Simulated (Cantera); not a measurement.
A freely propagating, adiabatic, planar premixed flame of CH₄ : O₂ : N₂ : CO₂ = 1 : 1.54 : 5.78 : 0.2 (molar parts), equivalence ratio 1.3, unburnt at 300 K and 4.93 atm; mixture-averaged transport, grid criteria slope 0.08 and curve 0.16, no radiation.

Detailed kinetics in Cantera: GRI-Mech 3.0 (53 species, 325 reactions). Burning velocities carry a grid error of a few per cent, more on coarse grids.

### Question
How do the results move with these cheaper or finer settings: unity-Lewis-number transport; multicomponent transport; multicomponent+Soret transport; grid criteria slope 0.5, curve 1; grid criteria slope 0.25, curve 0.5; grid criteria slope 0.03, curve 0.06?

### Answer
```
setting                               laminar burning velocity  thermal thickness  peak x(C₂H)  peak x(CO)  grid points
------------------------------------  ------------------------  -----------------  -----------  ----------  -----------
as above                                             7.57 cm/s           0.359 mm      3.23e-7      0.0645          125
unity-Lewis-number transport                         5.95 cm/s           0.426 mm      3.22e-7      0.0647          121
multicomponent transport                             7.63 cm/s           0.364 mm      3.24e-7      0.0647          125
multicomponent+Soret transport                       7.68 cm/s           0.357 mm      3.28e-7      0.0643          126
grid criteria slope 0.5, curve 1                     7.94 cm/s           0.397 mm      2.99e-7      0.0641           31
grid criteria slope 0.25, curve 0.5                  7.75 cm/s           0.375 mm      3.11e-7      0.0644           51
grid criteria slope 0.03, curve 0.06                 7.44 cm/s           0.356 mm      3.23e-7      0.0647          325
```
The base run took about 14 core-seconds (a rough figure).
Unity Lewis numbers drop preferential diffusion, which matters most where H2 and H carry the flame; Soret adds thermal diffusion.
